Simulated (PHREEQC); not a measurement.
Sulfide liquor (model solution)

Make-up at 25 °C: 5.2 mmol/kgw NH4HS, 0.2 mmol/kgw NaHCO3 and 0.79 mmol/kgw FeCl2. Closed to the air; pH follows from the charge balance.

All values are PHREEQC results (ion-association model, phreeqc.dat), not measurements.

```yaml
pH: 8.00
ionic_strength: 0.00514 mol/kgw
specific_conductance: 675 µS/cm
total_alkalinity: 5.40 meq/kg
```

```csv
species,molality,activity,log γ
NH4+,0.00494,0.00456,-0.035
HS-,0.00316,0.00293,-0.034
Cl-,0.00158,0.00146,-0.034
Fe(HS)2,0.000588,0.000588,0.001
NH3,0.000258,0.000259,0.001
H2S,0.000257,0.000257,0.001
Fe(HS)3-,0.000202,0.000187,-0.033
Na+,0.000200,0.000185,-0.033
HCO3-,0.000195,0.000181,-0.032
```

This is a speciation only: nothing precipitates in the calculation. Examples of supersaturated solids here: Mackinawite, FeS(ppt). Others may be too. Species that the database lacks are ignored.
